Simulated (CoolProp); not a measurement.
R143a along the isobar 13100 kPa: fugacity coefficient from the reference equation and from simpler models built on Tc = 72.7 °C, pc = 3762 kPa, ω = 0.261; each cubic takes its own stable root.

The numbers come from the reference Helmholtz-energy equation of state, Lemmon and Jacobsen 2000 in CoolProp.

```json
[
 {"T (°C)": "-90.55", "phase": "liquid", "reference": "0.0009669"},
 {"T (°C)": "-75.35", "phase": "liquid", "reference": "0.002735"},
 {"T (°C)": "-60.15", "phase": "liquid", "reference": "0.006474"},
 {"T (°C)": "-44.95", "phase": "liquid", "reference": "0.01332"},
 {"T (°C)": "-29.75", "phase": "liquid", "reference": "0.02452"},
 {"T (°C)": "-14.55", "phase": "liquid", "reference": "0.04121"},
 {"T (°C)": "0.75", "phase": "liquid", "reference": "0.06444"},
 {"T (°C)": "15.95", "phase": "liquid", "reference": "0.09443"},
 {"T (°C)": "31.15", "phase": "liquid", "reference": "0.1313"}
]
```

Problem. How far does each simpler model (van der Waals, Peng-Robinson) lie from the reference over these 9 states: mean and median of the absolute difference, and the worst?

Solution. 
- van der Waals: mean 753.4 %, median 351.1 %, worst +2909.6 % at -90.55 °C and 13100 kPa
- Peng-Robinson: mean 3.6 %, median 3.5 %, worst +4.3 % at 31.15 °C and 13100 kPa
